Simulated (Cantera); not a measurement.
## Thermodynamics of fluorocarbon and chlorocarbon gases, feed CF₄ + F₂

Feed: 1 mol CF₄, 0.21 mol F₂, equilibrated at 0.00133 bar.

Method: chemical equilibrium by Gibbs-energy minimisation in Cantera with the NASA 1993 tables (ideal gas, pure condensed phases). Candidate condensed phases: C; 13 gas species. Gases not in the tables: C₂F₆ and larger saturated fluorocarbons. The numbers say what is thermodynamically allowed, not how fast it happens.

From 1452 °C to 2052 °C nothing is condensed. From 2202 °C to 2502 °C the condensed part is C(graphite). From 2652 °C to 3102 °C nothing is condensed. The main C-bearing gas is CF₄ at 1452 °C and C at 3102 °C.

```
T (°C)    x F     x CF₄     x CF₂       x C      x CF      x C₃      x C₂  n C(graphite)
------  -----  --------  --------  --------  --------  --------  --------  -------------
1452    0.296     0.704   1.04e-5    <1e-12  9.36e-11    <1e-12    <1e-12              0
1602    0.299     0.699   0.00164    <1e-12   2.68e-7    <1e-12    <1e-12              0
1752    0.383     0.552    0.0592   1.76e-9   9.08e-5  3.53e-12  6.62e-12              0
1902    0.626     0.137     0.228   2.08e-7   0.00182   2.50e-8   7.64e-9              0
2052    0.706   0.00814     0.271   9.05e-6    0.0124   1.78e-5   1.64e-6              0
2202    0.844  0.000323     0.129   8.82e-5    0.0255  0.000252   2.31e-5          0.389
2352    0.901   1.23e-5    0.0534  0.000641    0.0424   0.00237  0.000224          0.562
2502    0.894   5.14e-7    0.0213   0.00375    0.0622    0.0174   0.00169          0.364
2652    0.872   2.01e-8   0.00652    0.0133    0.0626    0.0397   0.00546              0
2802    0.873  8.97e-10   0.00177    0.0315    0.0486    0.0361   0.00900              0
2952    0.862  4.69e-11  0.000489    0.0639    0.0353    0.0263    0.0121              0
3102    0.843  2.71e-12  0.000131     0.107    0.0230    0.0135    0.0124              0
```
x: gas mole fraction; n: condensed amount in mol.
